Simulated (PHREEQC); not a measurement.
0.022 g of hydrous ferric oxide (600 m²/g; 0.2 weak and 0.005 strong sites per Fe, Dzombak-Morel constants, diffuse double layer) in 1 kg of water with 0.005 mol/kgw of an inert sodium salt and 9.7e-08 mol Na2SO4 and 4.8e-07 mol CuCl2, at 25 °C; the pH is set by adding NaOH or the inert anion's acid. O2 is buffered at 0.21 atm. The system is closed to CO2. Precipitation was switched off in this run.

The series has 13 steps of pH, from 4 to 10.

Model: ion-association model, wateq4f.dat, run in PHREEQC.

**Question.** Near which pH is half of the S sorbed, and on which side is more sorbed?

**Answer.** Near pH 6.1, with more sorbed at lower pH.

**Question.** Near which pH is half of the Cu sorbed, and on which side is more sorbed?

**Answer.** Near pH 5.6, with more sorbed at higher pH.

Complexes and solids missing from the database can't appear. The database's constant for dissolved Cu(OH)2 is higher than later reviews accept.
